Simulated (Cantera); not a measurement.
## Moist CO burnout

An isothermal, constant-pressure homogeneous reactor starts with 0.941 % CO, 1.07 % O2, 0.970 % H2O, 97.0 % N2, equivalence ratio 0.44, at 1025 K and 3600 Torr.

Cantera simulation using GRI-Mech 3.0 (53 species, 325 reactions); the numbers are that mechanism's predictions, not measurements.

| t (s) | x CO | x O2 | x H2O | x NO | x H |
|---|---|---|---|---|---|
| 8.00e-5 | 0.00941 | 0.0107 | 0.00970 | <1e-12 | 1.24e-12 |
| 0.000360 | 0.00941 | 0.0107 | 0.00970 | <1e-12 | 5.08e-12 |
| 0.00162 | 0.00941 | 0.0107 | 0.00970 | <1e-12 | 1.50e-11 |
| 0.00727 | 0.00941 | 0.0107 | 0.00970 | <1e-12 | 9.04e-11 |
| 0.0327 | 0.00939 | 0.0107 | 0.00970 | <1e-12 | 6.82e-9 |
| 0.147 | 0.00863 | 0.0103 | 0.00969 | 4.81e-12 | 2.25e-8 |
| 0.660 | 0.00568 | 0.00883 | 0.00970 | 7.66e-11 | 1.80e-8 |
| 2.97 | 0.00124 | 0.00661 | 0.00973 | 2.94e-10 | 4.03e-9 |
| 13.3 | 7.75e-5 | 0.00603 | 0.00975 | 1.34e-10 | 1.04e-10 |
| 60.0 | 1.96e-6 | 0.00600 | 0.00975 | 2.84e-10 | 2.22e-12 |
x: mole fraction; the columns are a selection and need not sum to one.

Equilibrium at this temperature and pressure: CO 7.83e-12, O2 0.00599, H2O 0.00975, NO 7.73e-6, H <1e-12 (gas phase only).
